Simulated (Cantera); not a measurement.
Cantera run:

```python
import numpy as np
import cantera as ct

gas_names = """
    AL ALF ALF2 ALF3 AL2 AL2F6 F F2
""".split()
cond_names = """
    AL(cr) AL(L) ALF3(a) ALF3(b) ALF3(L)
""".split()


# ... load() reads the species with a 1 bar reference pressure and builds the phases ...
atoms = {
    'Al': {'AL': 1},
    'F2': {'F': 2},
}
top_T = {}  # K; cautious upper limits of use, not melting points


# ... equilibrate(T, P, feed) seeds the gas with the atoms and calls Mixture.equilibrate('TP', solver="vcs", rtol=1e-11, max_steps=5000) ...
results = []
feed = {'Al': 1, 'F2': 4.3}  # mol
T = 1475  # K
P = 2.3  # Pa
mix = equilibrate(T, P, feed)
results.append((T, P, feed, dict(zip(mix.species_names, mix.species_moles))))
x = sorted(zip(gas.X, gas.species_names), reverse=True)
print(f"T = {T:g} K  P = {P:g} Pa  gas = {mix.phase_moles(0):.4g} mol")
print("   x: " + "  ".join(f"{s} {v:.3e}" for v, s in x if v > 0.001))
print("   condensed (mol): " + ("  ".join(f"{mix.phase(i).name} {mix.phase_moles(i):.4g}"
      for i in range(1, mix.n_phases) if mix.phase_moles(i) > 1e-12) or "none"))
```

It prints:

```
T = 1475 K  P = 2.3 Pa  gas = 6.6 mol
   x: F 8.485e-01  ALF3 1.515e-01
   condensed (mol): none
```

Equilibrium computed with Cantera from the NASA thermochemical tables; the gas is ideal and each condensed phase is pure.
